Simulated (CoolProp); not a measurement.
The fluid at 293.15 K and 0.00744 MPa expands adiabatically to 0.000889 MPa with isentropic efficiency 0.8. The same conditions are run with several fluids, on thermodynamics alone (safety and materials aside).

The numbers come from the reference Helmholtz-energy equation of state of each fluid (cyclopentane: Gedanitz 2015; trans-2-butene: Lemmon 2005; cis-2-butene: Lemmon 2005; fluoroethane (R161): Wu 2012) in CoolProp.

```
fluid                work (kJ/kg)  final temperature (K)  final density (kg/m³)
-------------------  ------------  ---------------------  ---------------------
cyclopentane                 52.5                  242.8                 0.0309
trans-2-butene               66.4                  247.5                 0.0243
cis-2-butene                 65.7                  243.6                 0.0246
fluoroethane (R161)          73.6                  227.9                 0.0226
```
